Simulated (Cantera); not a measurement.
What does this Cantera script print?

```python
import numpy as np
import cantera as ct

gas = ct.Solution("gri30.yaml")
gas.TPX = 450, 110000, {'C3H8': 1, 'O2': 2.94, 'N2': 11.1}
inlet = ct.Reservoir(gas, clone=True)
gas.equilibrate("HP")  # start burning
reactor = ct.IdealGasConstPressureReactor(gas, energy="on", clone=False)
exhaust = ct.Reservoir(gas, clone=True)
tau = [0.47, 0.2, 0.084, 0.035, 0.015, 0.0063, 0.0027, 0.0011, 0.00047, 0.0002, 8.4e-05, 3.5e-05, 1.5e-05][0]
for a, b in ((inlet, reactor), (reactor, exhaust)):
    ct.MassFlowController(a, b, mdot=lambda t: reactor.mass / tau)
net = ct.ReactorNet([reactor])
show = ['C3H8', 'O2', 'C2H', 'NO', 'CH2O', 'CH2CO']

rows = []
print(f"{'tau/s':>10s}{'T/K':>9s}" + "".join(f"{s:>11s}" for s in show))
for tau in [0.47, 0.2, 0.084, 0.035, 0.015, 0.0063, 0.0027, 0.0011, 0.00047, 0.0002, 8.4e-05, 3.5e-05, 1.5e-05]:
    net.initial_time = 0.0
    net.advance(30 * tau)
    before = gas.X
    net.advance(40 * tau)
    drift = np.max(np.abs(gas.X - before) / (gas.X + 1e-9))
    rows.append([gas.T, *gas[show].X, drift])
    print(f"{tau:10.3e}{gas.T:9.1f}" + "".join(f"{x:11.3e}" for x in gas[show].X))
```

Result:

```
     tau/s      T/K       C3H8         O2        C2H         NO       CH2O      CH2CO
 4.700e-01   1937.2  2.961e-07  5.554e-05  5.915e-08  4.325e-05  1.199e-06  2.643e-06
 2.000e-01   1939.3  6.576e-07  1.154e-04  1.279e-07  4.841e-05  2.277e-06  5.591e-06
 8.400e-02   1941.0  1.448e-06  2.320e-04  2.561e-07  5.081e-05  4.187e-06  1.099e-05
 3.500e-02   1941.0  3.148e-06  4.492e-04  4.725e-07  5.060e-05  7.490e-06  1.981e-05
 1.500e-02   1938.2  6.559e-06  8.233e-04  7.934e-07  4.781e-05  1.286e-05  3.227e-05
 6.300e-03   1930.6  1.380e-05  1.505e-03  1.258e-06  4.206e-05  2.209e-05  4.989e-05
 2.700e-03   1915.8  2.893e-05  2.732e-03  1.831e-06  3.377e-05  3.757e-05  7.465e-05
 1.100e-03   1884.1  6.805e-05  5.427e-03  2.411e-06  2.245e-05  6.846e-05  1.221e-04
 4.700e-04   1803.8  2.062e-04  1.282e-02  2.202e-06  8.415e-06  1.446e-04  2.814e-04
 2.000e-04    450.0  6.649e-02  1.955e-01 -7.186e-46 -6.021e-20 -2.626e-17 -2.965e-17
 8.400e-05    450.0  6.649e-02  1.955e-01  1.692e-54 -4.072e-23 -1.776e-20 -2.006e-20
 3.500e-05    450.0  6.649e-02  1.955e-01  9.832e-56 -2.572e-24 -1.122e-21 -1.267e-21
 1.500e-05    450.0  6.649e-02  1.955e-01  3.906e-58 -1.625e-25 -7.085e-23 -8.003e-23
```

Detailed kinetics in Cantera: GRI-Mech 3.0 (53 species, 325 reactions). GRI-Mech 3.0 was tuned for natural gas; its chemistry of propane as a main component is partial and can be far from experiment.
